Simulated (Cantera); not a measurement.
Cantera run, input and output.

```python
import numpy as np
import cantera as ct

gas = ct.Solution("gri30.yaml")


def delay(T, t_max=10):
    gas.TPX = T, 2600000, {'CH4': 1, 'O2': 3.23, 'N2': 12.1, 'CO2': 3}
    reactor = ct.IdealGasConstPressureReactor(gas, clone=False)
    net = ct.ReactorNet([reactor])
    net.rtol, net.atol = 1e-8, 1e-16
    while net.time < t_max:
        t_old, T_old = net.time, reactor.T
        net.step()
        if reactor.T > T + 400:  # ignition: a rise of 400 K
            return t_old + (T + 400 - T_old) / (reactor.T - T_old) * (net.time - t_old)
    return np.nan


taus = []
for T in [1100, 1200, 1300, 1400, 1500, 1600, 1700]:
    taus.append(delay(T))
    print(f"T0 = {T:6g} K   tau = {taus[-1]:.4e} s")
```

It prints:

```
T0 =   1100 K   tau = 6.5356e-03 s
T0 =   1200 K   tau = 1.7171e-03 s
T0 =   1300 K   tau = 5.5857e-04 s
T0 =   1400 K   tau = 2.0909e-04 s
T0 =   1500 K   tau = 8.6100e-05 s
T0 =   1600 K   tau = 3.8072e-05 s
T0 =   1700 K   tau = 1.7915e-05 s
```

Model: GRI-Mech 3.0 (53 species, 325 reactions), integrated in Cantera. The pressure lies above the range GRI-Mech 3.0 was tuned for (to about 10 atm).
